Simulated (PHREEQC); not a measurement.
**Spent oxide etchant: speciation**

Make-up at 25 °C: 24.5 mmol/kgw NH4HF2, 1.85 mmol/kgw (NH4)2SiF6, 41 mmol/kgw H3PO4 and 70 mmol/kgw H2SO4. Closed to the air; pH follows from the charge balance.

Equilibrium calculation in PHREEQC: ion-association model, wateq4f.dat.

This is a speciation only: nothing precipitates in the calculation.

Q: Estimate the pH, ionic strength.

A: pH 1.23; ionic strength 0.119 mol/kgw.

Q: In which forms is S present?

A: HSO4- 70 %, SO4-2 27 %, NH4SO4- 3.1 % of the S.

wateq4f.dat counts part of the HF as a dimer, H2F2, which phreeqc.dat doesn't know; its constant is uncertain. H3PO4, which wateq4f.dat lacks, is added to it with the constant of phreeqc.dat. SiF6-2 is the database's only silicon fluoride.
